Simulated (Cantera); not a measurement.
A closed system holds: 1 mol borazine, 9 mol H2O, at 0.000560 bar.

These are equilibrium values from Cantera (NASA tables, ideal gas, pure condensed phases), not measurements of a reactor. Candidate condensed phases: B, BN, B2O3, B3O3H3, H2O; 39 gas species. The feed counts by its element totals alone. Rates play no part. All values below are at 1902 °C.

Base state: H2 0.397, H2O 0.198, HBO2 0.137, H 0.130, N2 0.0918, B2O3 0.0128, BO 0.0108, OH 0.00872 (mole fractions); condensed: gas only.

Q: What changes in the equilibrium state with this change: borazine replaced by BCl3?

A: 
```csv
species,before,after
H2O,0.198,0.435
HCl,0,0.159
H2,0.397,0.103
N2,0.0918,0
Cl,0,0.0748
O2,0.000422,0.0302
B2O3,0.0128,0.00138
BO,0.0108,0.00123
O,0.00200,0.0169
OH,0.00872,0.0376
HBO2,0.137,0.0668
H,0.130,0.0662
BOCl,0,0.000203
NO,0.000183,0
B2O2,3.84e-5,4.91e-7
```
The tables' values for BOCl are old estimates; treat these amounts as uncertain.

Q: What changes in the equilibrium state with this change: pressure from 0.000560 bar to 0.00260 bar?

A: 
```tsv
species	before	after
H2	0.397	0.447
H2O	0.198	0.211
HBO2	0.137	0.151
H	0.130	0.0640
BO	0.0108	0.00552
B2O3	0.0128	0.0146
N2	0.0918	0.0961
O2	0.000422	8.11e-5
O	0.00200	0.000407
NO	0.000183	8.18e-5
```
